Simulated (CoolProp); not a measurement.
Aqueous potassium acetate as a coolant, 26 % by mass, freezing at -17.4 °C, 1 atm.

The numbers come from the Melinder's fits for secondary coolants in CoolProp.

```csv
T (°C),conductivity (W/(m K)),viscosity (mPa s),Prandtl number,cp (kJ/(kg K))
-10.7,0.472,5.41,37.7,3.285
-3.9,0.481,4.12,28.3,3.298
2.8,0.490,3.25,22.0,3.310
9.6,0.499,2.63,17.6,3.323
16.3,0.508,2.19,14.4,3.335
23.1,0.517,1.85,12.0,3.347
29.8,0.526,1.60,10.2,3.359
36.6,0.535,1.39,8.76,3.372
```
